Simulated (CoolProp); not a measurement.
Propylene at 293.15 K and 4.31 MPa flows at 2.3 m/s in a round tube of 10 mm bore and 15 µm roughness, fully developed (64/Re and Nu = 3.66 if laminar; Colebrook and Gnielinski if turbulent). Each further row changes one setting.

Values from CoolProp's reference Helmholtz-energy equation of state, Lemmon 2013.

| case | Reynolds number | Darcy friction factor | pressure drop (Pa/m) | heat-transfer coefficient (W/(m² K)) | mass flow (kg/h) |
|---|---|---|---|---|---|
| as stated | 115000 | 0.0235 | 3260 | 5920 | 341 |
| velocity 4.6 m/s | 229000 | 0.0227 | 12600 | 11500 | 682 |
| diameter 20 mm | 229000 | 0.0198 | 1370 | 5150 | 1360 |

Viscosity comes from a separate model (Huber 2003), an estimate that may be off by 10 % or more. Thermal conductivity comes from a separate model (Huber 2003), an estimate that may be off by 10 % or more.
